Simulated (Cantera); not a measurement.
Feed: 1 mol SiH2Cl2, 0.49 mol N2, 1.7 mol H2, at 100 Pa.

Equilibrium computed with Cantera from the NASA thermochemical tables; the gas is ideal and each condensed phase is pure. Candidate condensed phases: NH4Cl, Si, Si3N4; 28 gas species. N2 is the only nitrogen source here; it is nearly inert below about 1500 K, so the nitride shown seldom forms there in practice. Gases not in the tables: Si2H6 and higher silanes. Rates play no part.

What share of the Si ends up in condensed phases as a function of T (°C), at 975, 1025, 1075, 1125, 1175, 1225, 1275, 1325, 1375, 1425, 1475, 1525?


```csv
T (°C),Si condensed (%),as
975,71.2,Si3N4(s)
1025,67.6,Si3N4(s)
1075,61.6,Si3N4(s)
1125,53.9,Si3N4(s)
1175,45.5,Si3N4(s)
1225,37.5,Si3N4(s)
1275,34.3,Si(s)
1325,33.8,Si(s)
1375,33.3,Si(s)
1425,32.9,Si(l)
1475,33.4,Si(l)
1525,33.5,Si(l)
```
